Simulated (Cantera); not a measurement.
Feed: 1 mol Si3N4, 0.56 mol H2O, 37 mol H2, equilibrated at 100 Torr.

Cantera equilibrium calculation (NASA polynomials, part measured and part estimated; ideal gas, pure solids and liquids). Candidate condensed phases: H2O, Si, SiO2, Si2N2O, Si3N4; 35 gas species. Mutual solubility and eutectic melting of coexisting phases are not modelled. The tables' values for SiN are old estimates; treat these amounts as uncertain. Gases not in the tables: Si2H6 and higher silanes. Equilibrium is a limit: real reactors are often held back by kinetics, nucleation or transport.

x: gas mole fraction; n: condensed amount in mol.

| T (°C) | x H2 | x N2 | x SiO | x H | x Si | x SiH | n Si2N2O(s) | n Si3N4(s) | n Si(s) | n Si(l) |
|---|---|---|---|---|---|---|---|---|---|---|
| 1327 | 0.995 | 0.00496 | 4.85e-5 | 0.000149 | 4.31e-7 | 3.42e-7 | 0.558 | 0.627 | 0 | 0 |
| 1402 | 0.992 | [?] | [?] | [?] | [?] | [?] | 0.549 | [?] | [?] | 0 |
| 1477 | 0.970 | 0.0285 | 0.00109 | 0.000627 | 1.13e-5 | 5.36e-6 | 0.518 | 0.189 | 0 | 1.35 |
| 1552 | 0.946 | 0.0444 | 0.00807 | 0.00117 | 3.41e-5 | 1.29e-5 | 0.240 | 0 | 0 | 2.20 |
| 1627 | 0.934 | 0.0498 | 0.0139 | 0.00210 | 9.46e-5 | 2.90e-5 | 0 | 0 | 0 | 2.43 |
| 1702 | 0.932 | 0.0497 | 0.0139 | [?] | [?] | [?] | 0 | 0 | 0 | 2.42 |
| 1777 | 0.930 | 0.0497 | 0.0139 | 0.00599 | 0.000580 | 0.000123 | 0 | 0 | 0 | 2.40 |
| 1852 | 0.925 | 0.0495 | 0.0139 | 0.00957 | 0.00130 | 0.000235 | 0 | 0 | 0 | 2.37 |

**Question.** Complete the blanks.

**Answer.** 
- 1702, x H: 0.00362
- 1702, x Si: 0.000242
- 1702, x SiH: 6.15e-5
- 1402, x N2: 0.00770
- 1402, x SiO: 0.000290
- 1402, x H: 0.000317
- 1402, x Si: 3.26e-6
- 1402, x SiH: 1.99e-6
- 1402, n Si3N4(s): 0.580
- 1402, n Si(s): 0.151
